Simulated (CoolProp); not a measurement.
Vapour-liquid equilibrium of R22 (1) + R142b (2) at 322.1 K; x and y are mole fractions of (1).

Model: multi-fluid Helmholtz-energy mixture model, Kamei 1995 and Lemmon 2006; pair parameters Bell 2016, in CoolProp.

| x | bubble pressure (kPa) | y at the bubble point | dew pressure at overall composition x (kPa) | liquid density (mol/L) |
|---|---|---|---|---|
| 0.05 | 717.4 | 0.108 | 687.9 | 10.52 |
| 0.125 | (withheld) | 0.245 | 726.3 | 10.68 |
| 0.2 | 875.4 | 0.359 | 768.8 | 10.83 |
| 0.275 | 955.4 | 0.456 | 816.1 | 10.99 |
| 0.35 | 1037 | 0.541 | 869.0 | 11.16 |
| 0.425 | 1122 | (withheld) | 928.5 | 11.33 |
| 0.5 | 1209 | 0.685 | 995.9 | 11.49 |
| 0.575 | 1300 | 0.746 | 1073 | 11.66 |
| 0.65 | (withheld) | 0.802 | 1162 | 11.83 |
| 0.725 | 1495 | 0.852 | 1267 | 12.00 |
| 0.8 | 1599 | 0.898 | 1392 | 12.17 |
| 0.875 | 1707 | 0.939 | 1545 | 12.33 |
| 0.95 | 1819 | 0.977 | 1737 | (withheld) |

Question: Complete the blanks.

Answer: 
- 0.125, bubble pressure (kPa): 796.4
- 0.425, y at the bubble point: 0.617
- 0.65, bubble pressure (kPa): 1395
- 0.95, liquid density (mol/L): 12.48

No azeotrope shows between x = 0.05 and 0.95.

Pair parameters are fitted to limited data, so mixtures are less certain than the pure fluids.
